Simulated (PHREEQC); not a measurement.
Make-up at 25 °C: 0.015 mol KCl, 0.00034 mol MnCl2 and 0.058 mol NaCl per kg of water. Closed to the air; pH follows from the charge balance.

The numbers come from PHREEQC with the ion-association model, phreeqc.dat.

```tsv
quantity	before	after
pH	6.92	6.19
SI of Halite (NaCl)	-4.14	-4.20
```

### Question
Which change was made?
A. temperature from 25 to 80 °C
B. KCl from 0.015 to 0.03 mol/kgw
C. MnCl2 replaced by MgCl2 at the same molality
D. MnCl2 from 0.00034 to 0.0017 mol/kgw
E. KCl left out

### Answer
A, temperature from 25 to 80 °C

This is a speciation only: nothing precipitates in the calculation. At this temperature some constants are extrapolated from 25 °C, and those without enthalpy data are left unchanged.
